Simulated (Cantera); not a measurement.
**Abatement and gas-phase synthesis: CS2 + H2 + O2**

Input: 1 mol CS2, 3.1 mol H2, 0.043 mol O2, at 10.0 Torr.

Equilibrium computed with Cantera from the NASA thermochemical tables; the gas is ideal and each condensed phase is pure. Candidate condensed phases: C, C6H6, C7H8, C8H18, H2O, H2SO4, S; 123 gas species. Kinetics and transport are ignored.

From 2502 °C to 2952 °C nothing is condensed. The main C-bearing gas is CS throughout.

| T (°C) | x H | x H2 | x CS | x S | x SH | x S2 | x CO |
|---|---|---|---|---|---|---|---|
| 2502 | 0.363 | 0.314 | 0.147 | 0.129 | 0.0165 | 0.0144 | 0.0140 |
| 2577 | 0.429 | 0.259 | 0.140 | 0.135 | 0.0132 | 0.00949 | 0.0133 |
| 2652 | 0.491 | 0.207 | 0.134 | 0.137 | 0.0103 | 0.00614 | 0.0127 |
| 2727 | 0.548 | 0.161 | 0.129 | 0.138 | 0.00783 | 0.00395 | 0.0122 |
| 2802 | 0.597 | 0.121 | 0.124 | 0.137 | 0.00588 | 0.00255 | 0.0117 |
| 2877 | 0.636 | 0.0898 | 0.120 | 0.136 | 0.00438 | 0.00168 | 0.0114 |
| 2952 | 0.666 | 0.0654 | 0.117 | 0.136 | 0.00327 | 0.00112 | 0.0111 |
x: gas mole fraction; nothing condenses.
